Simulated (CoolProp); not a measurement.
The numbers come from the reference Helmholtz-energy equation of state, Thol 2019 in CoolProp.

Give the vapour pressure (MPa), liquid density (kg/m³), enthalpy of vaporisation (kJ/kg), liquid cp (kJ/(kg K)) of saturated dodecamethylpentasiloxane (MD3M) at 165.75, 198.05, 262.55 °C.


```json
[
 {"T (°C)": "165.75", "p (MPa)": "0.0174", "liquid density (kg/m³)": "729", "enthalpy of vaporisation (kJ/kg)": "132", "liquid cp (kJ/(kg K))": "2.02"},
 {"T (°C)": "198.05", "p (MPa)": "0.0457", "liquid density (kg/m³)": "693", "enthalpy of vaporisation (kJ/kg)": "122", "liquid cp (kJ/(kg K))": "2.09"},
 {"T (°C)": "262.55", "p (MPa)": "0.203", "liquid density (kg/m³)": "609", "enthalpy of vaporisation (kJ/kg)": "97.1", "liquid cp (kJ/(kg K))": "2.24"}
]
```
